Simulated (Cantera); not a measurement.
A freely propagating, adiabatic, planar premixed flame of CO : H₂ : O₂ : N₂ = 1 : 0.46 : 0.562 : 2.11 (molar parts), unburnt at 375 K and 0.133 bar; mixture-averaged transport, grid criteria slope 0.08 and curve 0.16, no radiation.

Model: GRI-Mech 3.0 (53 species, 325 reactions), integrated in Cantera. Burning velocities carry a grid error of a few per cent, more on coarse grids.

Problem. Predict: laminar burning velocity; thermal thickness; peak x(HO₂); peak x(OH).

Solution. 
| Property | Value |
|---|---|
| laminar burning velocity | 170 cm/s |
| thermal thickness | 7.27 mm |
| peak x(HO₂) | 0.000114 |
| peak x(OH) | 0.00977 |
